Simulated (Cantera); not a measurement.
A Cantera script and what it prints.

```python
import numpy as np
import cantera as ct

gas_names = """
    AL ALCL ALCL2 ALCL3 ALH AL2 AL2CL6 CL CL2 H HCL H2
""".split()
cond_names = """
    AL(cr) AL(L) ALCL3(s) ALCL3(L)
""".split()


def load(file, names, dense=False):
    # The tables refer to 1 bar. Condensed volumes are neglected.
    table = {s.name: s for s in ct.Species.list_from_file(file)}
    out = []
    for n in names:
        d = dict(table[n].input_data)
        d["thermo"] = dict(d["thermo"], **{"reference-pressure": 1e5})
        if dense:
            d["equation-of-state"] = {"model": "constant-volume", "density": "1e6 g/cm^3"}
        out.append(ct.Species.from_dict(d))
    return out


gas = ct.Solution(thermo="ideal-gas", species=load("nasa_gas.yaml", gas_names))
cond = {s.name: ct.Solution(thermo="fixed-stoichiometry", species=[s], name=s.name)
        for s in load("nasa_condensed.yaml", cond_names, dense=True)}
atoms = {
    'Al': {'AL': 1},
    'HCl': {'H': 1, 'CL': 1},
}
top_T = {}  # K; cautious upper limits of use, not melting points


def equilibrate(T, P, feed):
    n = {}
    for name, mol in feed.items():
        for a, k in atoms[name].items():
            n[a] = n.get(a, 0.0) + k * mol
    gas.TPX = T, P, n
    mass = sum(n.values()) * gas.mean_molecular_weight
    gas.equilibrate("TP")
    valid = [c for c in cond.values() if c.min_temp <= T <= top_T.get(c.name, c.max_temp)]
    mix = ct.Mixture([(gas, mass / gas.mean_molecular_weight)] + [(c, 0.0) for c in valid])
    mix.T, mix.P = T, P
    mix.equilibrate("TP", solver="vcs", rtol=1e-11, max_steps=5000)
    return mix


results = []
feed = {'Al': 1, 'HCl': 3.4}  # mol
P = 84  # Pa
for T in [623, 723, 823, 923, 1023, 1123, 1223, 1323]:
    mix = equilibrate(T, P, feed)
    results.append((T, P, feed, dict(zip(mix.species_names, mix.species_moles))))
    x = sorted(zip(gas.X, gas.species_names), reverse=True)
    print(f"T = {T:g} K  P = {P:g} Pa  gas = {mix.phase_moles(0):.4g} mol")
    print("   x: " + "  ".join(f"{s} {v:.3e}" for v, s in x if v > 1e-05))
    print("   condensed (mol): " + ("  ".join(f"{mix.phase(i).name} {mix.phase_moles(i):.4g}"
          for i in range(1, mix.n_phases) if mix.phase_moles(i) > 1e-12) or "none"))
```

Result:

```
T = 623 K  P = 84 Pa  gas = 2.795 mol
   x: H2 5.367e-01  ALCL3 2.825e-01  HCL 1.431e-01  AL2CL6 3.765e-02
   condensed (mol): none
T = 723 K  P = 84 Pa  gas = 2.894 mol
   x: H2 5.184e-01  ALCL3 3.412e-01  HCL 1.382e-01  AL2CL6 2.197e-03
   condensed (mol): none
T = 823 K  P = 84 Pa  gas = 2.899 mol
   x: H2 5.173e-01  ALCL3 3.445e-01  HCL 1.380e-01  AL2CL6 2.026e-04
   condensed (mol): none
T = 923 K  P = 84 Pa  gas = 2.9 mol
   x: H2 5.173e-01  ALCL3 3.448e-01  HCL 1.379e-01  AL2CL6 3.172e-05
   condensed (mol): none
T = 1023 K  P = 84 Pa  gas = 2.9 mol
   x: H2 5.172e-01  ALCL3 3.447e-01  HCL 1.380e-01  ALCL2 6.358e-05
   condensed (mol): none
T = 1123 K  P = 84 Pa  gas = 2.901 mol
   x: H2 5.168e-01  ALCL3 3.441e-01  HCL 1.385e-01  ALCL2 5.450e-04  ALCL 4.564e-05
   condensed (mol): none
T = 1223 K  P = 84 Pa  gas = 2.907 mol
   x: H2 5.136e-01  ALCL3 3.400e-01  HCL 1.424e-01  ALCL2 3.145e-03  ALCL 8.207e-04
   condensed (mol): none
T = 1323 K  P = 84 Pa  gas = 2.938 mol
   x: H2 4.975e-01  ALCL3 3.215e-01  HCL 1.621e-01  ALCL2 1.174e-02  ALCL 7.116e-03  H 3.859e-05  CL 1.055e-05
   condensed (mol): none
```

Equilibrium computed with Cantera from the NASA thermochemical tables; the gas is ideal and each condensed phase is pure. The tables' values for AlCl2 are old estimates; treat these amounts as uncertain.
